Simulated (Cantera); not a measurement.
Low-pressure radical oxidation in H2/O2

A perfectly stirred reactor is fed with H2 : O2 = 0.022 : 1 (molar parts), equivalence ratio 0.011, at 15.0 Torr; it is held at 998 K, and followed from long to short residence time.

Model: GRI-Mech 3.0 (53 species, 325 reactions), integrated in Cantera. Radical loss at walls, strong at low pressure, is not modelled.

```csv
τ (s),x H2,x O2,x H2O,x HO2,x H,x O
0.34,0.000437,0.977,0.0211,3.07e-6,9.92e-5,0.00122
0.17,0.000639,0.976,0.0208,3.82e-6,0.000190,0.00176
0.083,0.000951,0.975,0.0203,4.68e-6,0.000361,0.00250
0.041,0.00142,0.974,0.0196,5.55e-6,0.000655,0.00341
0.020,0.00215,0.973,0.0185,6.38e-6,0.00113,0.00445
0.010,0.00325,0.972,0.0169,7.03e-6,0.00174,0.00537
0.0050,0.00500,0.971,0.0147,7.45e-6,0.00235,0.00590
```
x: mole fraction; the columns are a selection and need not sum to one.
